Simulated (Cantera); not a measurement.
## Equilibrium for calcination and drying: MgCO3 + H2O + H2

Charge: 1 mol MgCO3, 9.8 mol H2O, 0.37 mol H2, at 18.0 Pa.

Method: chemical equilibrium by Gibbs-energy minimisation in Cantera with the NASA 1993 tables (ideal gas, pure condensed phases). Candidate condensed phases: C, C6H6, C7H8, C8H18, H2O, Mg, MgCO3, MgO, Mg(OH)2; 116 gas species. Equilibrium is a limit: real reactors are often held back by kinetics, nucleation or transport.

```
T (°C)  x H2O   x CO2    x H2     x CO      x O2      x OH  n MgO(s)
------  -----  ------  ------  -------  --------  --------  --------
677     0.879  0.0878  0.0314  0.00175    <1e-12  3.03e-10      1.00
827     0.880  0.0865  0.0301  0.00300  8.24e-12   4.36e-8      1.00
977     0.882  0.0852  0.0288  0.00435   6.21e-9   1.93e-6      1.00
1127    0.883  0.0839  0.0275  0.00566   1.17e-6   3.84e-5     1.000
1277    0.883  0.0826  0.0264  0.00690   8.12e-5  0.000429     1.000
1427    0.875  0.0801  0.0288  0.00900   0.00207   0.00293     1.000
1577    0.832  0.0715  0.0457   0.0158    0.0132    0.0115     0.994
```
x: gas mole fraction; n: condensed amount in mol.

From 677 °C to 1577 °C the condensed part is MgO(s).
